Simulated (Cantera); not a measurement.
A Cantera script and its output.

```python
import numpy as np
import cantera as ct

gas = ct.Solution("gri30.yaml")
gas.TPX = 425, 1000000, {'C3H8': 1, 'O2': 6.25, 'N2': 23.5}
flame = ct.FreeFlame(gas, width=0.008)
flame.set_refine_criteria(ratio=3, slope=0.08, curve=0.16)
flame.transport_model = "mixture-averaged"
flame.solve(loglevel=0, auto=True)
z, T = flame.grid, flame.T
thick = (T[-1] - T[0]) / np.gradient(T, z).max()
show = ['C3H8', 'O2', 'C2H', 'HCN', 'C2H2', 'NO2']
print(f"laminar burning velocity  {flame.velocity[0] * 100:.3f} cm/s")
print(f"burnt temperature         {T[-1]:.1f} K")
print(f"thermal thickness         {thick * 1e3:.4f} mm")
print(f"grid points               {len(z)}")
z0 = z[flame.heat_release_rate.argmax()]
print(f"{'z/mm':>9s}{'T/K':>9s}{'u/(m/s)':>9s}" + "".join(f"{s:>11s}" for s in show))
rows = []
for k in (-3, -2, -1.5, -1, -0.5, -0.25, 0, 0.25, 0.5, 1, 2, 4, 8):
    zz = z0 + k * thick
    rows.append([k * thick, np.interp(zz, z, T), np.interp(zz, z, flame.velocity),
                 *(np.interp(zz, z, flame.X[gas.species_index(s)]) for s in show)])
    print(f"{rows[-1][0] * 1e3:9.3f}{rows[-1][1]:9.1f}{rows[-1][2]:9.3f}" + "".join(f"{x:11.3e}" for x in rows[-1][3:]))
```

Output:

```
laminar burning velocity  30.996 cm/s
burnt temperature         2156.3 K
thermal thickness         0.0644 mm
grid points               133
     z/mm      T/K  u/(m/s)       C3H8         O2        C2H        HCN       C2H2        NO2
   -0.193    425.4    0.310  3.251e-02  2.031e-01  9.663e-29  2.016e-11  2.769e-08  5.068e-10
   -0.129    430.1    0.314  3.248e-02  2.026e-01  2.424e-24  3.968e-10  5.014e-07  8.529e-09
   -0.097    444.6    0.325  3.240e-02  2.011e-01  3.397e-22  1.940e-09  2.351e-06  3.808e-08
   -0.064    528.4    0.389  3.174e-02  1.931e-01  1.762e-18  1.512e-08  1.730e-05  2.434e-07
   -0.032    925.1    0.694  2.337e-02  1.540e-01  2.531e-12  1.131e-07  1.265e-04  9.032e-07
   -0.016   1310.3    1.000  9.723e-03  1.147e-01  2.214e-09  2.414e-07  2.732e-04  5.590e-07
    0.000   1704.3    1.314  2.950e-04  7.385e-02  2.663e-07  4.207e-07  3.643e-04  8.559e-08
    0.016   1895.5    1.455  1.023e-07  5.414e-02  1.390e-07  3.200e-07  3.980e-05  4.017e-08
    0.032   1982.8    1.513  1.472e-11  4.707e-02  5.621e-09  1.153e-07  1.107e-06  4.909e-08
    0.064   2068.3    1.569  2.254e-18  4.191e-02  7.482e-12  1.473e-08  1.364e-09  6.217e-08
    0.129   2125.4    1.606  4.513e-27  3.917e-02  1.323e-15  8.920e-10  3.012e-13  6.661e-08
    0.258   2150.0    1.622  6.038e-36  3.818e-02  7.178e-19  5.361e-11  2.227e-16  5.522e-08
    0.516   2156.0    1.626 -2.446e-36  3.796e-02  5.877e-21  7.467e-12  2.058e-18  5.573e-08
```

Model: GRI-Mech 3.0 (53 species, 325 reactions), integrated in Cantera. GRI-Mech 3.0 was tuned for natural gas; its chemistry of propane as a main component is partial and can be far from experiment. Burning velocities carry a grid error of a few per cent, more on coarse grids.
